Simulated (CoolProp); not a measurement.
Properties of nitrogen at several states (Tc = -147.0 °C, pc = 3396 kPa, ω = 0.037).

Computed with CoolProp (reference Helmholtz-energy equation of state, Span 2000).

| T (°C) | p (kPa) | phase | Z | conductivity (mW/(m K)) | fugacity coefficient |
|---|---|---|---|---|---|
| 241.05 | 814 | gas | 1.003 | [?] | 1.003 |
| 685.25 | 16.2 | gas | 1.000 | [?] | 1.000 |
| 201.35 | 313 | gas | 1.001 | [?] | 1.001 |

Task: Complete the blanks.

Result: 
- 241.05, conductivity (mW/(m K)): 40.0
- 685.25, conductivity (mW/(m K)): 63.4
- 201.35, conductivity (mW/(m K)): 37.5

Thermal conductivity comes from a separate model (Lemmon 2004).
